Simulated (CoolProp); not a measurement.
Computed with CoolProp (reference Helmholtz-energy equation of state, Lemmon 2006). It is a short technical equation, of lower accuracy than the large ones.

Task: For CH3F (R41), give the phase and the Z, speed of sound (m/s), Joule-Thomson coefficient (K/MPa), isothermal compressibility (1/MPa) at 353.4 K and 1.36 MPa.

Result: 
- 353.4 K and 1.36 MPa: gas; Z 0.935, speed of sound 317, Joule-Thomson coefficient 10.9, isothermal compressibility 0.788
